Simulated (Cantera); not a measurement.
What does this Cantera script print?

```python
import numpy as np
import cantera as ct

gas_names = """
    O VO2 N2
""".split()
cond_names = """
    VN(s)
""".split()


# ... load() reads the species with a 1 bar reference pressure and builds the phases ...
species = {s.name: s for s in load("nasa_gas.yaml", gas_names) + load("nasa_condensed.yaml", cond_names)}
# Each term lists the table entries of one substance; the one whose range holds T is used.
reactions = {
    '4 O(g) + 2 VN = 2 VO2(g) + N2(g)':
        [(-4, ['O']), (-2, ['VN(s)']), (2, ['VO2']), (1, ['N2'])],
}


def pick(names, T):
    return next(species[n] for n in names if species[n].thermo.min_temp <= T <= species[n].thermo.max_temp)


results = []
for label, terms in reactions.items():
    print(label)
    print("     T/K   dH/kJ  dS/(J/K)   dG/kJ   log10 K")
    for T in [1600, 1675, 1750, 1825, 1900, 1975, 2050, 2125, 2200, 2275]:
        used = [(nu, pick(names, T)) for nu, names in terms]
        dH = sum(nu * s.thermo.h(T) for nu, s in used) / 1e6
        dS = sum(nu * s.thermo.s(T) for nu, s in used) / 1e3
        dG = dH - T * dS / 1e3
        logK = -dG * 1e6 / (ct.gas_constant * T * np.log(10))
        results.append((label, T, dH, dS, dG, logK, [s.name for _, s in used]))
        print(f"{T:8g} {dH:8.1f} {dS:8.1f} {dG:8.1f} {logK:8.2f}")
```

It prints:

```
4 O(g) + 2 VN = 2 VO2(g) + N2(g)
     T/K   dH/kJ  dS/(J/K)   dG/kJ   log10 K
    1600  -1090.6    -76.8   -967.7    31.59
    1675  -1094.7    -79.3   -961.8    29.99
    1750  -1098.9    -81.8   -955.8    28.53
    1825  -1103.2    -84.2   -949.5    27.18
    1900  -1107.5    -86.5   -943.1    25.93
    1975  -1111.9    -88.8   -936.6    24.77
    2050  -1116.4    -91.0   -929.8    23.69
    2125  -1121.0    -93.2   -922.9    22.69
    2200  -1125.7    -95.4   -915.8    21.74
    2275  -1130.5    -97.5   -908.6    20.86
```

Standard-state values (1 bar) from the NASA 1993 polynomials, evaluated with Cantera. VN: taken at fixed stoichiometry. Condensed species are held in their standard states even where they would react or evaporate.
